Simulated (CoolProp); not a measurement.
Dimethyl ether along the isobar 0.696 MPa: density (kg/m³) from the reference equation and from simpler models built on Tc = 127.2 °C, pc = 5.337 MPa, ω = 0.196; each cubic takes its own stable root.

Values from CoolProp's reference Helmholtz-energy equation of state, Wu 2011.

| T (°C) | phase | reference |
|---|---|---|
| 10.85 | liquid | 684.2 |
| 24.35 | liquid | 662.7 |
| 37.95 | gas | 14.08 |
| 51.55 | gas | 13.21 |
| 65.05 | gas | 12.48 |
| 78.65 | gas | 11.85 |
| 92.25 | gas | 11.29 |
| 105.75 | gas | 10.80 |
| 119.35 | gas | 10.36 |
| 132.95 | gas | 9.951 |

Task: How far does each simpler model (van der Waals, Soave-Redlich-Kwong) lie from the reference over these 10 states: mean and median of the absolute difference, and the worst?

Result: 
- van der Waals: mean 21.3 %, median 2.4 %, worst -97.9 % at 24.35 °C and 0.696 MPa
- Soave-Redlich-Kwong: mean 2.3 %, median 0.6 %, worst -9.3 % at 24.35 °C and 0.696 MPa

At some of these states van der Waals gives the other phase, because its saturation line lies elsewhere.
